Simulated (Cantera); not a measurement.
A Cantera script and what it prints.

```python
import numpy as np
import cantera as ct

gas_names = [...]  # 113 gases of nasa_gas.yaml made of C, H, O, Ta
cond_names = """
    C(gr) C6H6(L) C7H8(L) C8H18(L),n-octa H2O(s) H2O(L) Ta(cr) Ta(L) TaC(s) TaC(L) Ta2O5(s) Ta2O5(L)
""".split()


# ... load() reads the species with a 1 bar reference pressure and builds the phases ...
atoms = {
    'Ta(OEt)5': {'Ta': 1, 'C': 10, 'H': 25, 'O': 5},
    'O2': {'O': 2},
}
top_T = {'C(gr)': 4500}  # K; cautious upper limits of use, not melting points


# ... equilibrate(T, P, feed) seeds the gas with the atoms and calls Mixture.equilibrate('TP', solver="vcs", rtol=1e-11, max_steps=5000) ...
results = []
feed = {'Ta(OEt)5': 1, 'O2': 0.12}  # mol
T = 1550  # K
P = 10000  # Pa
mix = equilibrate(T, P, feed)
results.append((T, P, feed, dict(zip(mix.species_names, mix.species_moles))))
x = sorted(zip(gas.X, gas.species_names), reverse=True)
print(f"T = {T:g} K  P = {P:g} Pa  gas = {mix.phase_moles(0):.4g} mol")
print("   x: " + "  ".join(f"{s} {v:.3e}" for v, s in x if v > 1e-05))
print("   condensed (mol): " + ("  ".join(f"{mix.phase(i).name} {mix.phase_moles(i):.4g}"
      for i in range(1, mix.n_phases) if mix.phase_moles(i) > 1e-12) or "none"))
```

It prints:

```
T = 1550 K  P = 10000 Pa  gas = 17.74 mol
   x: H2 7.044e-01  CO 2.954e-01  CH4 1.009e-04  H 8.359e-05  H2O 2.521e-05  C2H2,acetylene 1.130e-05
   condensed (mol): C(gr) 3.758  TaC(s) 1
```

These are equilibrium values from Cantera (NASA tables, ideal gas, pure condensed phases), not measurements of a reactor. The feed counts by its element totals alone. TaC: taken at fixed stoichiometry. Condensed phases not in the tables: Ta2C.
